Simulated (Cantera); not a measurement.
Ignition delay

Mixture: 7.85 % CH4, 19.2 % O2, 72.0 % N2, 1.02 % H2O, equivalence ratio 0.82, at 5.10 bar, adiabatic and at constant pressure. Ignition delay is the time to a rise of 400 K.

Cantera simulation using GRI-Mech 3.0 (53 species, 325 reactions); the numbers are that mechanism's predictions, not measurements.

| T0 (K) | delay (ms) |
|---|---|
| 1275 | 3.54 |
| 1375 | 1.13 |
| 1475 | 0.399 |
| 1575 | 0.155 |
| 1675 | 0.0665 |
| 1775 | 0.0318 |
| 1875 | 0.0168 |
| 1975 | 0.00961 |
| 2075 | 0.00591 |

| Quantity | Result |
|---|---|
| apparent activation energy between 1875 and 2075 K | 170 kJ/mol |
